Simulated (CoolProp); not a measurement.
The numbers come from the reference Helmholtz-energy equation of state, Smukala 2000 in CoolProp.

Task: For ethylene, give the phase and the cv (kJ/(kg K)) at 205.9 K and 0.512 bar; 240.8 K and 0.512 bar.

Result: 
- 205.9 K and 0.512 bar: gas; cv 0.981
- 240.8 K and 0.512 bar: gas; cv 1.06
